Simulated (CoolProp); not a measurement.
Properties of carbonyl sulfide along the isobar 6040 kPa.

Values from CoolProp's reference Helmholtz-energy equation of state, Lemmon 2006. It is a short technical equation, of lower accuracy than the large ones.

```csv
T (°C),phase,density (kg/m³),Joule-Thomson coefficient (K/MPa)
-41.95,liquid,1166,-0.4258
-14.85,liquid,1107,-0.3502
12.25,liquid,(withheld),(withheld)
39.35,liquid,967.8,-0.01967
66.45,liquid,874.6,0.4049
93.55,liquid,727.4,1.854
120.75,gas,(withheld),12.12
147.85,gas,(withheld),9.893
174.95,gas,123.1,(withheld)
202.05,gas,109.9,7.117
229.15,gas,100.1,6.191
256.25,gas,92.33,5.448
```

Complete the blanks.


- 12.25, density (kg/m³): 1042
- 12.25, Joule-Thomson coefficient (K/MPa): -0.2287
- 120.75, density (kg/m³): 179.5
- 147.85, density (kg/m³): 142.6
- 174.95, Joule-Thomson coefficient (K/MPa): 8.305
